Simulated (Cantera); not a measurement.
Charge: 1 mol V2O3, 1000 mol H2, 0.26 mol H2O, held at 925 °C and 0.0200 bar.

Equilibrium computed with Cantera from the NASA thermochemical tables; the gas is ideal and each condensed phase is pure. Candidate condensed phases: H2O, V, VO, V2O3, V2O4, V2O5; 12 gas species. Mutual solubility and eutectic melting of coexisting phases are not modelled. VO: taken at fixed stoichiometry. Condensed phases not in the tables: the oxides between V2O3 and V2O5 other than VO2. Equilibrium is a limit: real reactors are often held back by kinetics, nucleation or transport.

Task: What is the equilibrium state?

Result: 
```json
{
  "x(H2)": "1.000",
  "x(H2O)": "0.000443",
  "x(H)": "1.35e-6",
  "n(VO(s))": "0.367 mol",
  "n(V2O3(s))": "0.817 mol",
  "gas_amount": "1000 mol",
  "log10 activity of V(s) (absent)": "-3.03",
  "log10 activity of V2O5(l) (absent)": "-16.14"
}
```
